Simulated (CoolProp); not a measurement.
Vapour-liquid equilibrium of hydrogen sulfide (1) + isobutane (2) at 323.7 K; x and y are mole fractions of (1).

Model: multi-fluid Helmholtz-energy mixture model, Lemmon 2006 and Bücker 2006; pair parameters Kunz 2012, in CoolProp.

```
x     bubble pressure, mixture model (bar)  bubble pressure, Raoult's law (bar)  y, mixture model  y, Raoult's law
----  ------------------------------------  -----------------------------------  ----------------  ---------------
0.05                                 8.718                                8.392             0.210            0.214
0.15                                 12.35                                11.29                 ?            0.477
0.25                                 15.86                                14.19             0.601            0.633
0.35                                     ?                                17.09             0.689            0.736
0.45                                 22.03                                19.99             0.750            0.809
0.55                                 24.71                                22.89             0.798            0.864
0.65                                 27.23                                25.79             0.841            0.906
0.75                                 29.69                                28.68             0.883            0.939
0.85                                     ?                                31.58             0.926            0.967
0.95                                 34.67                                34.48             0.974            0.990
```

### Question
Some entries are withheld; supply them.

### Answer

- 0.15, y, mixture model: 0.462
- 0.35, bubble pressure, mixture model (bar): 19.10
- 0.85, bubble pressure, mixture model (bar): 32.16

The largest gap from Raoult's law is +11.8 % in bubble pressure, at x = 0.25. No azeotrope shows between x = 0.05 and 0.95.

Pair parameters are fitted to limited data, so mixtures are less certain than the pure fluids.
